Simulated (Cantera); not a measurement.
Charge: 1 mol SiCl4, 0.42 mol O3, equilibrated at 13.3 mbar.

Method: chemical equilibrium by Gibbs-energy minimisation in Cantera with the NASA 1993 tables (ideal gas, pure condensed phases). Candidate condensed phases: Si, SiO2; 15 gas species. The tables hold silica as quartz up to 1696 K and as liquid above; real silica turns to tridymite and cristobalite and melts near 1996 K. The numbers say what is thermodynamically allowed, not how fast it happens. All values below are at 1025 °C.

Base state: Cl2 0.695, SiCl4 0.217, Cl 0.0880 (mole fractions); condensed: SiO2(β-quartz).

Q: What changes in the equilibrium state with this change: O3 from 0.42 to 3.6 mol?

A: 
| species | before | after |
|---|---|---|
| O2 | 7.53e-8 | 0.668 |
| Cl2 | 0.695 | 0.276 |
| Cl | 0.0880 | 0.0554 |
| SiCl4 | 0.217 | 3.85e-9 |
| ClO | 9.20e-8 | 0.000173 |
| SiO2(β-quartz), mol | 0.630 | 1.00 |
